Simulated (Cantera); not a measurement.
Cantera run:

```python
import numpy as np
import cantera as ct

gas_names = """
    Br Br2 N N2 Si SiBr SiBr2 SiBr3 SiBr4 SiN Si2 Si2N Si3
""".split()
cond_names = """
    Br2(cr) Br2(L) Si(cr) Si(L) Si3N4(a)
""".split()


# ... load() reads the species with a 1 bar reference pressure and builds the phases ...
atoms = {
    'Si': {'Si': 1},
    'Br2': {'Br': 2},
    'N2': {'N': 2},
}
top_T = {'Si3N4(a)': 2400}  # K; cautious upper limits of use, not melting points


# ... equilibrate(T, P, feed) seeds the gas with the atoms and calls Mixture.equilibrate('TP', solver="vcs", rtol=1e-11, max_steps=5000) ...
results = []
feed = {'Si': 1, 'Br2': 0.047, 'N2': 3.3}  # mol
T = 850  # K
P = 1900  # Pa
mix = equilibrate(T, P, feed)
results.append((T, P, feed, dict(zip(mix.species_names, mix.species_moles))))
x = sorted(zip(gas.X, gas.species_names), reverse=True)
print(f"T = {T:g} K  P = {P:g} Pa  gas = {mix.phase_moles(0):.4g} mol")
print("   x: " + "  ".join(f"{s} {v:.3e}" for v, s in x if v > 1e-05))
print("   condensed (mol): " + ("  ".join(f"{mix.phase(i).name} {mix.phase_moles(i):.4g}"
      for i in range(1, mix.n_phases) if mix.phase_moles(i) > 1e-12) or "none"))
```

Result:

```
T = 850 K  P = 1900 Pa  gas = 2.673 mol
   x: N2 9.912e-01  SiBr4 8.793e-03
   condensed (mol): Si3N4(a) 0.3255
```

Equilibrium computed with Cantera from the NASA thermochemical tables; the gas is ideal and each condensed phase is pure. N2 is the only nitrogen source here; it is nearly inert below about 1500 K, so the nitride shown seldom forms there in practice.
